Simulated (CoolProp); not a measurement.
Properties of carbonyl sulfide along the isotherm 194.1 K.

Values from CoolProp's reference Helmholtz-energy equation of state, Lemmon 2006. It is a short technical equation, of lower accuracy than the large ones.

```json
[
 {"p (kPa)": "50.3", "phase": "liquid", "Z": "0.001517", "isothermal compressibility (1/MPa)": "0.0009564", "expansivity (1/kK)": "1.641", "fugacity coefficient": "0.4172"},
 {"p (kPa)": "85", "phase": "liquid", "Z": "0.002563", "isothermal compressibility (1/MPa)": "0.0009561", "expansivity (1/kK)": "1.641", "fugacity coefficient": "0.2471"},
 {"p (kPa)": "143", "phase": "liquid", "Z": "0.004312", "isothermal compressibility (1/MPa)": "0.0009555", "expansivity (1/kK)": "…", "fugacity coefficient": "0.1472"},
 {"p (kPa)": "242", "phase": "liquid", "Z": "0.007297", "isothermal compressibility (1/MPa)": "0.0009546", "expansivity (1/kK)": "1.639", "fugacity coefficient": "0.08721"},
 {"p (kPa)": "408", "phase": "liquid", "Z": "0.01230", "isothermal compressibility (1/MPa)": "…", "expansivity (1/kK)": "1.637", "fugacity coefficient": "0.05199"},
 {"p (kPa)": "689", "phase": "liquid", "Z": "0.02077", "isothermal compressibility (1/MPa)": "0.0009504", "expansivity (1/kK)": "1.634", "fugacity coefficient": "0.03105"},
 {"p (kPa)": "1160", "phase": "liquid", "Z": "0.03495", "isothermal compressibility (1/MPa)": "0.0009460", "expansivity (1/kK)": "1.630", "fugacity coefficient": "0.01871"},
 {"p (kPa)": "1960", "phase": "liquid", "Z": "0.05901", "isothermal compressibility (1/MPa)": "0.0009386", "expansivity (1/kK)": "1.621", "fugacity coefficient": "0.01134"},
 {"p (kPa)": "3310", "phase": "liquid", "Z": "0.09952", "isothermal compressibility (1/MPa)": "0.0009265", "expansivity (1/kK)": "1.608", "fugacity coefficient": "…"},
 {"p (kPa)": "5590", "phase": "liquid", "Z": "0.1677", "isothermal compressibility (1/MPa)": "0.0009068", "expansivity (1/kK)": "1.586", "fugacity coefficient": "0.004435"},
 {"p (kPa)": "9430", "phase": "liquid", "Z": "0.2820", "isothermal compressibility (1/MPa)": "…", "expansivity (1/kK)": "1.552", "fugacity coefficient": "0.002949"},
 {"p (kPa)": "15900", "phase": "liquid", "Z": "0.4728", "isothermal compressibility (1/MPa)": "0.0008285", "expansivity (1/kK)": "1.498", "fugacity coefficient": "0.002121"}
]
```

### Question
Some entries are withheld; supply them.

### Answer

- 143, expansivity (1/kK): 1.640
- 408, isothermal compressibility (1/MPa): 0.0009530
- 3310, fugacity coefficient: 0.006993
- 9430, isothermal compressibility (1/MPa): 0.0008757
